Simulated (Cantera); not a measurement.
A closed system holds: 1 mol Fe₃O₄, 0.94 mol CH₄, 0.12 mol CO, equilibrated at 2077 °C and 1.73 Torr.

Cantera equilibrium calculation (NASA polynomials, part measured and part estimated; ideal gas, pure solids and liquids). Candidate condensed phases: C, C₆H₆, C₇H₈, C₈H₁₈, Fe, Fe(CO)₅, FeO, Fe(OH)₂, Fe(OH)₃, Fe₂O₃, Fe₃O₄, H₂O; 114 gas species. Equilibrium is a limit: real reactors are often held back by kinetics, nucleation or transport.

Base state: Fe 0.387, H₂O 0.182, CO 0.0961, CO₂ 0.0610, H 0.0579, FeO 0.0575, H₂ 0.0496, O₂ 0.0439 (mole fractions); condensed: gas only.

Problem. What changes in the equilibrium state with this change: CO from 0.12 to 1.2 mol?

Solution. 
```
species    before     after
-------  --------  --------
Fe          0.387     0.345
CO         0.0961     0.182
H₂O         0.182     0.148
CO₂        0.0610    0.0936
O₂         0.0439    0.0288
FeO        0.0575    0.0415
O          0.0288    0.0234
OH         0.0365    0.0297
H₂         0.0496    0.0500
H          0.0579    0.0581
Fe(OH)₂  0.000179  0.000105
```

Problem. What changes in the equilibrium state with this change: temperature from 2077 °C to 1902 °C?

Solution. 
| species | before | after |
|---|---|---|
| Fe | 0.387 | 0.296 |
| H₂O | 0.182 | 0.243 |
| CO | 0.0961 | 0.184 |
| H₂ | 0.0496 | 0.157 |
| O₂ | 0.0439 | 0.000989 |
| O | 0.0288 | 0.00151 |
| OH | 0.0365 | 0.00838 |
| FeO | 0.0575 | 0.0134 |
| H | 0.0579 | 0.0403 |
| CO₂ | 0.0610 | 0.0549 |
| Fe(OH)₂ | 0.000179 | 0.000196 |
| FeO(l), mol | 0 | 1.63 |
The tables' stoichiometric FeO is somewhat more stable than real wüstite, so its field is too wide. FeO: taken at fixed stoichiometry.
